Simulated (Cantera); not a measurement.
Input (Python, Cantera) and output of one run.

```python
import numpy as np
import cantera as ct

gas_names = """
    CL CL2 H HCL H2 N NH NH2 NH3 N2 N2H2 N2H4 Si SiCL SiCL2 SiCL3 SiCL4 SiH SiHCL3 SiH2 SiH2CL2 SiH3
    SiH3CL SiH4 SiN Si2 Si2N Si3
""".split()
cond_names = """
    NH4CL(a) NH4CL(b) Si(cr) Si(L) Si3N4(a)
""".split()


# ... load() reads the species with a 1 bar reference pressure and builds the phases ...
atoms = {
    'SiH4': {'Si': 1, 'H': 4},
    'HCl': {'H': 1, 'CL': 1},
    'N2': {'N': 2},
}
top_T = {'Si3N4(a)': 2400}  # K; cautious upper limits of use, not melting points


# ... equilibrate(T, P, feed) seeds the gas with the atoms and calls Mixture.equilibrate('TP', solver="vcs", rtol=1e-11, max_steps=5000) ...
results = []
feed = {'SiH4': 1, 'HCl': 0.13, 'N2': 37}  # mol
T = 1725  # K
for P in [100, 350, 1300, 4500, 16000, 56000, 200000]:
    mix = equilibrate(T, P, feed)
    results.append((T, P, feed, dict(zip(mix.species_names, mix.species_moles))))

top = {s: max(r[3][s] / sum(r[3][g] for g in gas_names) for r in results) for s in gas_names}
cols = sorted((s for s in top if top[s] > 1e-05), key=lambda s: -top[s])[:7]
seen = [c for c in cond_names if any(r[3].get(c, 0) > 1e-12 for r in results)]
print("log10 of partial pressures in bar; condensed amounts in mol")
print(f"{'P/Pa':>10s}" + "".join(f"{s[:9]:>10s}" for s in cols + seen))
for T, P, feed, n in results:
    ng = sum(n[g] for g in gas_names)
    print(f"{P:10.4g}" + "".join(f"{np.log10(max(n[s] / ng * P / 1e5, 1e-99)):10.3f}" for s in cols)
          + "".join(f"{n.get(c, 0):10.4g}" for c in seen))
```

Result:

```
log10 of partial pressures in bar; condensed amounts in mol
      P/Pa        N2        H2       HCL         H        Si     SiCL2        CL     Si(L)  Si3N4(a)
       100    -3.025    -4.294    -5.616    -5.878    -5.993    -6.400    -7.311    0.9387         0
       350    -2.481    -3.740    -5.042    -5.601    -6.080    -5.893    -7.014         0    0.3248
      1300    -1.911    -3.170    -4.415    -5.316    -6.460    -5.589    -6.672         0    0.3303
      4500    -1.372    -2.631    -3.846    -5.047    -6.819    -5.349    -6.373         0     0.332
   1.6e+04    -0.821    -2.080    -3.280    -4.771    -7.187    -5.135    -6.082         0    0.3327
   5.6e+04    -0.277    -1.536    -2.729    -4.499    -7.549    -4.940    -5.803         0    0.3331
     2e+05     0.276    -0.983    -2.173    -4.223    -7.918    -4.749    -5.523         0    0.3332
```

Method: chemical equilibrium by Gibbs-energy minimisation in Cantera with the NASA 1993 tables (ideal gas, pure condensed phases). The tables' values for SiCl, SiN are old estimates; treat these amounts as uncertain.
